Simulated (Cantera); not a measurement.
An adiabatic, constant-volume homogeneous reactor starts with CO : H2 : O2 : N2 : CO2 = 1 : 0.15 : 0.593 : 2.85 : 0.35 (molar parts), at 1598 K and 27.0 bar.

Computed with Cantera and GRI-Mech 3.0 (53 species, 325 reactions). The hydrogen kinetics of GRI-Mech 3.0 are dated; newer H2 mechanisms differ, most at raised pressure. The pressure lies above the range GRI-Mech 3.0 was tuned for (to about 10 atm). Above 3000 K some thermodynamic fits are extrapolated.

### Question
Predict: time of steepest temperature rise; temperature at 0.300 s; equilibrium temperature; x(CO) at 0.300 s; x(H2) at 0.300 s; x(O2) at 0.300 s; x(H2O) at 0.300 s; x(H2O2) at 0.300 s.

### Answer
| Property | Result |
|---|---|
| time of steepest temperature rise | 1.31 µs |
| temperature at 0.300 s | 2978 K |
| equilibrium temperature | 2978 K |
| x(CO) at 0.300 s | 0.0646 (gas-phase equilibrium 0.0646) |
| x(H2) at 0.300 s | 0.00108 (gas-phase equilibrium 0.00108) |
| x(O2) at 0.300 s | 0.0268 (gas-phase equilibrium 0.0268) |
| x(H2O) at 0.300 s | 0.0286 (gas-phase equilibrium 0.0286) |
| x(H2O2) at 0.300 s | 5.31e-7 (gas-phase equilibrium 5.31e-7) |
